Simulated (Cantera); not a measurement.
Charge: 1 mol SiH₄, 0.054 mol HCl, 47 mol H₂, held at 100 Torr.

Method: chemical equilibrium by Gibbs-energy minimisation in Cantera with the NASA 1993 tables (ideal gas, pure condensed phases). Candidate condensed phases: Si; 19 gas species. Gases not in the tables: Si₂H₆ and higher silanes. Equilibrium is a limit: real reactors are often held back by kinetics, nucleation or transport. All values below are at 1898 K.

Base state: H₂ 0.997, H 0.00214, HCl 0.00109, Si 9.21e-5, SiH₂ 5.74e-5, SiH 2.93e-5 (mole fractions); condensed: Si(l).

Task: What changes in the equilibrium state with this change: SiH₄ replaced by CH₃SiH₃?

Result: 
```
species            before    after
----------------  -------  -------
H₂                  0.997    0.997
H                 0.00214  0.00214
HCl               0.00109  0.00107
Si                9.21e-5  1.89e-5
SiH₂              5.74e-5  1.18e-5
CH₄                     0  1.34e-5
C₂H₂ (acetylene)        0  1.21e-5
SiH               2.93e-5  6.02e-6
Si(l), mol          0.991        0
SiC(s), mol             0    0.998
```
The feed counts by its element totals alone. Further candidate phases: C, C₆H₆, C₇H₈, C₈H₁₈, SiC.

Task: What changes in the equilibrium state with this change: SiH₄ replaced by CH₃SiCl₃?

Result: 
| species | before | after |
|---|---|---|
| H₂ | 0.997 | 0.937 |
| HCl | 0.00109 | 0.0599 |
| H | 0.00214 | 0.00207 |
| SiCl₂ | 3.23e-6 | 0.000482 |
| C₂H₂ (acetylene) | 0 | 0.000222 |
| CH₄ | 0 | 5.25e-5 |
| Cl | 1.76e-6 | 9.99e-5 |
| SiH₂ | 5.74e-5 | 2.51e-6 |
| Si(l), mol | 0.991 | 0 |
| SiC(s), mol | 0 | 0.975 |
The feed counts by its element totals alone. Further candidate phases: C, C₆H₆, C₇H₈, C₈H₁₈, SiC.
